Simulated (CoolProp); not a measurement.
Aqueous potassium acetate as a coolant, 9 % by mass, freezing at -4.0 °C, 1 atm.

Model: Melinder's fits for secondary coolants, in CoolProp.

| T (°C) | cp (kJ/(kg K)) | conductivity (W/(m K)) | Prandtl number | viscosity (mPa s) |
|---|---|---|---|---|
| -0 | 3.838 | 0.537 | 15.8 | 2.21 |
| 4.7 | 3.841 | 0.544 | 13.4 | 1.89 |
| 9.5 | 3.844 | 0.552 | 11.4 | 1.64 |
| 14.3 | 3.848 | ___ | 9.89 | ___ |
| 19.1 | 3.852 | 0.567 | 8.66 | 1.27 |
| 23.9 | 3.856 | 0.574 | ___ | 1.14 |
| 28.6 | 3.860 | 0.581 | 6.83 | 1.03 |
| 33.4 | 3.864 | 0.588 | 6.12 | 0.931 |

What belongs in the gaps?


- 14.3, conductivity (W/(m K)): 0.559
- 14.3, viscosity (mPa s): 1.44
- 23.9, Prandtl number: 7.65
